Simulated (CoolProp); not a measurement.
Vapour-liquid equilibrium of R114 (1) + benzene (2) at 0.219 MPa; x and y are mole fractions of (1).

The numbers come from the multi-fluid Helmholtz-energy mixture model, Platzer 1990 and Thol 2012; pair parameters Bell 2016 in CoolProp. This equation is an older, rougher fit; its heat capacities, sound speeds and derivatives of the liquid may be far off and weren't checked against measurements.

| x | bubble temperature, mixture model (°C) | bubble temperature, Raoult's law (°C) | y, mixture model | y, Raoult's law |
|---|---|---|---|---|
| 0.05 | 84.2 | 96.0 | 0.484 | 0.299 |
| 0.2 | 53.1 | 72.2 | 0.833 | 0.711 |
| 0.35 | 42.9 | 57.1 | 0.897 | 0.860 |
| 0.5 | 37.9 | 46.5 | 0.924 | 0.928 |
| 0.65 | 34.2 | 38.6 | 0.944 | 0.963 |
| 0.8 | ___ | 32.3 | ___ | 0.984 |
| 0.95 | ___ | 27.2 | 0.990 | 0.997 |

Question: Fill in the missing entries.

Answer: 
- 0.8, bubble temperature, mixture model (°C): 30.7
- 0.8, y, mixture model: 0.965
- 0.95, bubble temperature, mixture model (°C): 27.0

The largest gap from Raoult's law is -19.1 K in bubble temperature, at x = 0.2. No azeotrope shows between x = 0.05 and 0.95.

Pair parameters are fitted to limited data, so mixtures are less certain than the pure fluids. With so large a gap from Raoult's law the liquid may split in two, which this calculation doesn't test in full.
